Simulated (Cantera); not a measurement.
Feed: 1 mol SiC, 1.9 mol CO2, 1.2 mol H2, held at 1750 °C.

Cantera equilibrium calculation (NASA polynomials, part measured and part estimated; ideal gas, pure solids and liquids). Candidate condensed phases: C, C6H6, C7H8, C8H18, H2O, Si, SiC, SiO2; 123 gas species. Mutual solubility and eutectic melting of coexisting phases are not modelled. The tables hold silica as quartz up to 1696 K and as liquid above; real silica turns to tridymite and cristobalite and melts near 1996 K. Gases not in the tables: Si2H6 and higher silanes. Kinetics and transport are ignored.

Task: What share of the Si ends up in condensed phases as a function of P (Pa), at 0.100, 2.50, 63, 1600, 40000, 1000000?

Result: 
```csv
P (Pa),Si condensed (%),as
0.100,0.0,-
2.50,0.0,-
63,0.0,-
1600,4.6,SiC(s)
40000,5.0,SiC(s)
1000000,95.8,SiC(s) + SiO2(l)
```
